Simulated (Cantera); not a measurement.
Charge: 1 mol toluene, 49 mol H2, at 850 K and 10.0 mbar.

These are equilibrium values from Cantera (NASA tables, ideal gas, pure condensed phases), not measurements of a reactor. Candidate condensed phases: C, C6H6, C7H8, C8H18; 76 gas species. The numbers say what is thermodynamically allowed, not how fast it happens.

Base state: H2 0.994, CH4 0.00615 (mole fractions); condensed: C(graphite).

### Question
What changes in the equilibrium state with this change: temperature from 850 K to 2375 K?

### Answer
| species | before | after |
|---|---|---|
| H2 | 0.994 | 0.864 |
| H | <1e-9 | 0.131 |
| C2H2 (acetylene) | <1e-9 | 0.00536 |
| CH4 | 0.00615 | 1.39e-6 |
| C2H | <1e-9 | 4.42e-5 |
| C4H2 | <1e-9 | 1.37e-5 |
| C(graphite), mol | 6.68 | 6.38 |

### Question
What changes in the equilibrium state with this change: temperature from 850 K to 2675 K?

### Answer
```
species           before     after
----------------  ------  --------
H2                 0.994     0.589
H                  <1e-9     0.396
C2H2 (acetylene)   <1e-9    0.0127
C2H                <1e-9  0.000866
C3                 <1e-9  0.000630
C                  <1e-9  0.000157
C4H2               <1e-9  0.000113
C(graphite), mol    6.68      5.03
```
